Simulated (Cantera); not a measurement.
## Thermodynamics of silicon oxide and oxynitride deposition, feed SiF4 + O3 + N2

Input: 1 mol SiF4, 0.12 mol O3, a varied amount of N2, at 1425 K and 0.0100 bar.

Equilibrium computed with Cantera from the NASA thermochemical tables; the gas is ideal and each condensed phase is pure. Candidate condensed phases: Si, SiO2, Si2N2O, Si3N4; 28 gas species. The numbers say what is thermodynamically allowed, not how fast it happens.

```
n(N2) (mol)   x N2  x SiF4     x O2      x NO
-----------  -----  ------  -------  --------
5.4          0.821   0.152   0.0272  0.000305
6.3          0.842   0.134   0.0239  0.000290
7.5          0.864   0.115   0.0206  0.000273
8.8          0.882   0.100   0.0179  0.000257
10           0.894  0.0894   0.0160  0.000244
12           0.910  0.0759   0.0135  0.000227
15           0.927  0.0618   0.0110  0.000207
17           0.935  0.0550  0.00980  0.000196
20           0.944  0.0472  0.00841  0.000182
24           0.953  0.0397  0.00706  0.000168
28           0.959  0.0343  0.00609  0.000156
33           0.965  0.0293  0.00519  0.000145
39           0.971  0.0249  0.00441  0.000134
```
x: gas mole fraction; nothing condenses.

From 5.4 mol N2 to 39 mol N2 nothing is condensed. The main Si-bearing gas is SiF4 throughout.
